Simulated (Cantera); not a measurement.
A closed system holds: 1 mol SiH₂Cl₂, 14 mol N₂, at 0.133 bar.

Method: chemical equilibrium by Gibbs-energy minimisation in Cantera with the NASA 1993 tables (ideal gas, pure condensed phases). Candidate condensed phases: NH₄Cl, Si, Si₃N₄; 28 gas species. N₂ is the only nitrogen source here; it is nearly inert below about 1500 K, so the nitride shown seldom forms there in practice. Equilibrium is a limit: real reactors are often held back by kinetics, nucleation or transport.

Over these rows the condensed part is Si₃N₄(s). Partial pressures as log10 of bar:

| T (K) | 1000/T (1/K) | log p SiCl₄ | log p N₂ | log p HCl | log p H₂ | log p SiCl₂ |
|---|---|---|---|---|---|---|
| 1400 | 0.7143 | -2.96 | -0.93 | -1.92 | -2.56 | -3.69 |
| 1500 | 0.6667 | -3.14 | -0.93 | -1.94 | -2.54 | -3.10 |
| 1600 | 0.6250 | -3.53 | -0.93 | -1.98 | -2.47 | -2.69 |
| 1700 | 0.5882 | ? | -0.93 | -2.07 | -2.37 | -2.45 |
| 1800 | 0.5556 | -4.77 | -0.93 | -2.18 | -2.29 | -2.32 |
| 1900 | 0.5263 | -5.44 | -0.93 | -2.30 | -2.23 | -2.24 |

Problem. Fit log p(SiCl₄) = a + b·(1000/T) to the five rows, give the apparent enthalpy, and predict the row at 1700 K.

Solution. Means: 1000/T = 0.6176, log p = -3.968. Sxy = 0.325487, Sxx = 0.0239961, so b = 13.56 and a = -3.968 − (13.56)×0.6176 = -12.34.
Apparent enthalpy: −19.145 × (13.56) = -260 kJ/mol. With the condensed phases at unit activity, 2/3 N₂(g) + 2 SiCl₂(g) = SiCl₄(g) + 1/3 Si₃N₄(s) links this pressure to the main gases: over the six rows their terms move log p by +2.90 in all, so the slope isn't that reaction's ΔH° alone. The five rows lie within 0.34 of the line; that is curvature, so one enthalpy describes this range poorly.
Prediction at 1700 K: -12.34 + (13.56)×0.5882 = -4.36. The computed value is -4.11, 0.25 from the line.
